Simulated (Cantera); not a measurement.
Input (Python, Cantera) and output of one run.

```python
import numpy as np
import cantera as ct

gas_names = """
    CL CL2 H HCL H2 N NH NH2 NH3 N2 N2H2 N2H4 Si SiCL SiCL2 SiCL3 SiCL4 SiH SiHCL3 SiH2 SiH2CL2 SiH3
    SiH3CL SiH4 SiN Si2 Si2N Si3
""".split()
cond_names = """
    NH4CL(a) NH4CL(b) Si(cr) Si(L) Si3N4(a)
""".split()


# ... load() reads the species with a 1 bar reference pressure and builds the phases ...
atoms = {
    'Si2Cl6': {'Si': 2, 'CL': 6},
    'N2': {'N': 2},
    'H2': {'H': 2},
}
top_T = {'Si3N4(a)': 2400}  # K; cautious upper limits of use, not melting points


# ... equilibrate(T, P, feed) seeds the gas with the atoms and calls Mixture.equilibrate('TP', solver="vcs", rtol=1e-11, max_steps=5000) ...
results = []
feed = {'Si2Cl6': 1, 'N2': 0.3, 'H2': 13}  # mol
T = 1148.15  # K
P = 9  # Pa
mix = equilibrate(T, P, feed)
results.append((T, P, feed, dict(zip(mix.species_names, mix.species_moles))))
print(gas.report(threshold=1e-06))
for i in range(1, mix.n_phases):
    print(f"{mix.phase(i).name:16s} {mix.phase_moles(i):12.5e} mol")
```

Output:

```
       temperature   1148.2 K
          pressure   9 Pa
           density   1.6782e-05 kg/m^3
  mean mol. weight   17.8 kg/kmol
   phase of matter   gas

                          1 kg             1 kmol
                     ---------------   ---------------
          enthalpy       -5.0035e+05       -8.9064e+06  J
   internal energy       -1.0366e+06       -1.8453e+07  J
           entropy             15905        2.8312e+05  J/K
    Gibbs function       -1.8762e+07       -3.3397e+08  J
 heat capacity c_p            1923.7             34243  J/K
 heat capacity c_v            1456.6             25929  J/K

                      mass frac. Y      mole frac. X     chem. pot. / RT
                     ---------------   ---------------   ---------------
                CL        2.5504e-06        1.2806e-06           -31.688
                 H        3.6874e-07        6.5116e-06           -13.739
               HCL           0.33779           0.16493           -45.427
                H2          0.083701           0.73904           -27.478
                N2        9.2668e-05        5.8882e-05           -44.287
             SiCL2           0.44913          0.080766           -67.334
             SiCL3          0.055039         0.0072876           -99.022
             SiCL4          0.069234         0.0072543           -130.71
            SiHCL3         0.0049663        0.00065269           -112.76
           SiH2CL2         4.175e-05        7.3579e-06           -94.812
     [  +18 minor]        5.7504e-07        1.6301e-07

Si(cr)            3.33619e-02 mol
Si3N4(a)          1.49534e-01 mol
```

Method: chemical equilibrium by Gibbs-energy minimisation in Cantera with the NASA 1993 tables (ideal gas, pure condensed phases). The feed counts by its element totals alone. N2 is the only nitrogen source here; it is nearly inert below about 1500 K, so the nitride shown seldom forms there in practice. Mutual solubility and eutectic melting of coexisting phases are not modelled. The tables' values for SiCl3 are old estimates; treat these amounts as uncertain.
